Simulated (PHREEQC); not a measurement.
0.11 g of hydrous ferric oxide (600 m²/g; 0.2 weak and 0.005 strong sites per Fe, Dzombak-Morel constants, diffuse double layer) in 1 kg of water with 0.005 mol/kgw of an inert sodium salt, at 25 °C; the pH is set by adding NaOH or the inert anion's acid. Oxygen alone is held at its pressure in air (log pO2 = -0.68). The system is closed to CO2. Nothing may precipitate in this run.

Base run: PHREEQC, ion-association model, wateq4f.dat. Each further column changes one thing. The table gives surface charge σ (C/m²).

| pH | base | background salt from 0.005 to 0.0005 mol/kgw | oxide from 0.11 to 0.55 g/kgw | 0.00082 mol/kgw Na2SeO4 added |
|---|---|---|---|---|
| 4 | 0.183 | 0.098 | 0.185 | ___ |
| 4.5 | 0.131 | 0.062 | 0.133 | 0.024 |
| 5 | 0.090 | 0.039 | 0.091 | 0.022 |
| 5.5 | 0.060 | 0.023 | 0.060 | ___ |
| 6 | 0.038 | 0.014 | 0.038 | 0.017 |
| 6.5 | 0.023 | ___ | 0.023 | 0.013 |
| 7 | 0.013 | ___ | 0.013 | 0.010 |
| 7.5 | 0.006 | 0.002 | 0.006 | 0.006 |
| 8 | 0.001 | ___ | 0.001 | 0.001 |
| 8.5 | -0.004 | -0.001 | -0.004 | -0.004 |
| 9 | -0.009 | -0.003 | -0.009 | ___ |
| 9.5 | -0.018 | -0.006 | -0.018 | -0.021 |
| 10 | -0.030 | -0.012 | -0.031 | ___ |

Q: Some entries are withheld; supply them.

A: 
- 4, 0.00082 mol/kgw Na2SeO4 added: 0.025
- 5.5, 0.00082 mol/kgw Na2SeO4 added: 0.020
- 6.5, background salt from 0.005 to 0.0005 mol/kgw: 0.008
- 7, background salt from 0.005 to 0.0005 mol/kgw: 0.004
- 8, background salt from 0.005 to 0.0005 mol/kgw: 0.000
- 9, 0.00082 mol/kgw Na2SeO4 added: -0.011
- 10, 0.00082 mol/kgw Na2SeO4 added: -0.036
